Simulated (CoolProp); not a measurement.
Vapour-liquid equilibrium of R227EA (1) + isobutene (2) at 318.3 K; x and y are mole fractions of (1).

The numbers come from the multi-fluid Helmholtz-energy mixture model, Lemmon 2016 and Lemmon 2005; pair parameters Bell 2016 in CoolProp.

Give the bubble pressure and the first vapour's composition at x = 0.05, 0.2, 0.65. Is there an azeotrope?

x = 0.05: 0.6081 MPa, y = 0.141; x = 0.2: 0.7415 MPa, y = 0.362; x = 0.65: 0.8658 MPa, y = 0.663. y crosses x between x = 0.65 and 0.8: the model has an azeotrope there.

The pair parameters rest on a limited set of measurements; away from them the model extrapolates.
